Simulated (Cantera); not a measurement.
Mixture: CH₄ : O₂ : N₂ = 1 : 4.35 : 16.3 (molar parts), equivalence ratio 0.46, at 7.10 bar, adiabatic and at constant volume. Ignition delay is the time to a rise of 400 K.

Model: GRI-Mech 3.0 (53 species, 325 reactions), integrated in Cantera.

### Question
Predict: delay at 1225 K; delay at 1425 K; delay at 1625 K; delay at 1825 K; delay at 2025 K; apparent activation energy between 1825 and 2025 K.

### Answer
```
Quantity                                                Result
--------------------------------------------------  ----------
delay at 1225 K                                        3.42 ms
delay at 1425 K                                       0.368 ms
delay at 1625 K                                        62.6 µs
delay at 1825 K                                        15.9 µs
delay at 2025 K                                        5.50 µs
apparent activation energy between 1825 and 2025 K  160 kJ/mol
```
